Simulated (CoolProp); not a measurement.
Vapour pressure (MPa) of tetradecamethylhexasiloxane (MD4M): the reference equation beside estimates from Tc = 653.2 K, pc = 0.8286 MPa, ω = 0.800.

Computed with CoolProp (reference Helmholtz-energy equation of state, Thol 2019).

```json
[
 {"T (K)": "433", "reference": "0.005480", "Soave-Redlich-Kwong": "0.005601", "Peng-Robinson": "0.006100"},
 {"T (K)": "446.1", "reference": "0.008936", "Soave-Redlich-Kwong": "0.009043", "Peng-Robinson": "0.009699"},
 {"T (K)": "459.1", "reference": "0.01397", "Soave-Redlich-Kwong": "0.01404", "Peng-Robinson": "0.01486"},
 {"T (K)": "472.2", "reference": "0.02115", "Soave-Redlich-Kwong": "0.02119", "Peng-Robinson": "0.02217"},
 {"T (K)": "485.2", "reference": "0.03097", "Soave-Redlich-Kwong": "0.03099", "Peng-Robinson": "0.03209"},
 {"T (K)": "498.3", "reference": "0.04425", "Soave-Redlich-Kwong": "0.04427", "Peng-Robinson": "0.04546"},
 {"T (K)": "511.3", "reference": "0.06151", "Soave-Redlich-Kwong": "0.06164", "Peng-Robinson": "0.06283"},
 {"T (K)": "524.4", "reference": "0.08386", "Soave-Redlich-Kwong": "0.08425", "Peng-Robinson": "0.08533"},
 {"T (K)": "537.4", "reference": "0.1119", "Soave-Redlich-Kwong": "0.1127", "Peng-Robinson": "0.1136"}
]
```

Absolute difference from the reference over all 9 rows, mean and median: Soave-Redlich-Kwong 0.6 and 0.5 %, Peng-Robinson 4.8 and 3.6 %.
